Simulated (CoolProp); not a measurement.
Vapour-liquid equilibrium of isobutene (1) + n-butane (2) at 15.45 °C; x and y are mole fractions of (1).

Model: multi-fluid Helmholtz-energy mixture model, Lemmon 2005 and Bücker 2006; pair parameters Bell 2016, in CoolProp.

```tsv
x	bubble pressure (MPa)	y at the bubble point	dew pressure at overall composition x (MPa)	liquid density (mol/L)
0.05	0.1818	0.064	0.1811	10.07
0.15	0.1875	0.185	0.1858	10.13
0.25	0.1928	0.298	0.1905	10.19
0.35	0.1978	0.403	0.1953	10.25
0.45	0.2026	0.504	0.2000	10.32
0.55	0.2071	0.600	0.2047	10.38
0.65	0.2115	0.694	0.2094	10.45
0.75	0.2157	0.784	0.2141	10.52
0.85	0.2199	0.872	0.2188	10.59
0.95	0.2239	0.958	0.2235	10.66
```

No azeotrope shows between x = 0.05 and 0.95.

Pair parameters are fitted to limited data, so mixtures are less certain than the pure fluids.
